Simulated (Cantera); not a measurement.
Feed: 1 mol Si, 15 mol HCl, 0.45 mol N2, held at 0.0133 bar.

These are equilibrium values from Cantera (NASA tables, ideal gas, pure condensed phases), not measurements of a reactor. Candidate condensed phases: NH4Cl, Si, Si3N4; 28 gas species. The tables' values for SiCl3 are old estimates; treat these amounts as uncertain. The numbers say what is thermodynamically allowed, not how fast it happens.

log p: log10 of the partial pressure in bar; nothing condenses.

```tsv
T (K)	log p HCl	log p H2	log p SiCl4	log p N2	log p SiCl3	log p SiCl2	log p SiHCl3
623	-1.99	-2.73	-3.03	-3.38	-11.90	<-13	-8.11
723	-1.99	-2.73	-3.03	-3.38	-9.84	<-13	-7.30
823	-1.99	-2.73	-3.04	-3.38	-8.29	(withheld)	-6.69
923	-1.99	-2.73	-3.04	-3.38	-7.08	(withheld)	-6.22
1023	-1.99	-2.73	-3.04	-3.38	-6.12	(withheld)	-5.85
1123	-1.99	-2.74	-3.04	-3.38	-5.33	(withheld)	-5.55
1223	-1.99	-2.74	-3.05	-3.38	-4.68	(withheld)	-5.31
1323	-1.99	-2.75	-3.09	-3.38	-4.17	(withheld)	-5.15
```

Problem. Fill in the missing entries.

Solution. 
- 823, log p SiCl2: -11.59
- 923, log p SiCl2: -9.53
- 1023, log p SiCl2: -7.87
- 1123, log p SiCl2: -6.52
- 1223, log p SiCl2: -5.41
- 1323, log p SiCl2: -4.52
